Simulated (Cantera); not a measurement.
A freely propagating, adiabatic, planar premixed flame of CH₄ : C₂H₆ : O₂ : N₂ = 1 : 1.1 : 5.32 : 25.5 (molar parts), equivalence ratio 1.1, unburnt at 500 K and 170000 Pa; mixture-averaged transport, grid criteria slope 0.08 and curve 0.16, no radiation.

Detailed kinetics in Cantera: GRI-Mech 3.0 (53 species, 325 reactions). Burning velocities carry a grid error of a few per cent, more on coarse grids.

### Question
How do the results move with these cheaper or finer settings: unity-Lewis-number transport; multicomponent transport; multicomponent+Soret transport; grid criteria slope 0.5, curve 1; grid criteria slope 0.25, curve 0.5; grid criteria slope 0.03, curve 0.06?

### Answer
```json
[
 {"setting": "as above", "laminar burning velocity": "55.9 cm/s", "thermal thickness": "0.284 mm", "peak x(H)": "0.00585", "peak x(O)": "0.00176", "grid points": "145"},
 {"setting": "unity-Lewis-number transport", "laminar burning velocity": "40.1 cm/s", "thermal thickness": "0.348 mm", "peak x(H)": "0.00700", "peak x(O)": "0.00206", "grid points": "149"},
 {"setting": "multicomponent transport", "laminar burning velocity": "56.2 cm/s", "thermal thickness": "0.287 mm", "peak x(H)": "0.00588", "peak x(O)": "0.00177", "grid points": "145"},
 {"setting": "multicomponent+Soret transport", "laminar burning velocity": "55.6 cm/s", "thermal thickness": "0.288 mm", "peak x(H)": "0.00586", "peak x(O)": "0.00180", "grid points": "145"},
 {"setting": "grid criteria slope 0.5, curve 1", "laminar burning velocity": "62.4 cm/s", "thermal thickness": "0.309 mm", "peak x(H)": "0.00626", "peak x(O)": "0.00181", "grid points": "35"},
 {"setting": "grid criteria slope 0.25, curve 0.5", "laminar burning velocity": "58.5 cm/s", "thermal thickness": "0.293 mm", "peak x(H)": "0.00600", "peak x(O)": "0.00179", "grid points": "57"},
 {"setting": "grid criteria slope 0.03, curve 0.06", "laminar burning velocity": "55.0 cm/s", "thermal thickness": "0.283 mm", "peak x(H)": "0.00577", "peak x(O)": "0.00175", "grid points": "337"}
]
```
The base run took about 10 core-seconds (a rough figure).
Unity Lewis numbers drop preferential diffusion, which matters most where H2 and H carry the flame; Soret adds thermal diffusion.
